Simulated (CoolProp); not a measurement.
n-octane at 584.8 K and 0.839 MPa flows at 2.3 m/s in a round tube of 25 mm bore and 45 µm roughness, fully developed (64/Re and Nu = 3.66 if laminar; Colebrook and Gnielinski if turbulent). Each further row changes one setting.

Model: reference Helmholtz-energy equation of state, Beckmüller 2019, in CoolProp.

```csv
case,Reynolds number,Darcy friction factor,pressure drop (Pa/m),heat-transfer coefficient (W/(m² K)),mass flow (kg/h)
as stated,114000,0.0244,57.7,512,90.9
velocity 4.6 m/s,228000,0.0236,224,995,182
diameter 50 mm,228000,0.0205,24.2,427,364
```

Viscosity comes from a separate model (Huber 2004). Thermal conductivity comes from a separate model (Huber 2005).
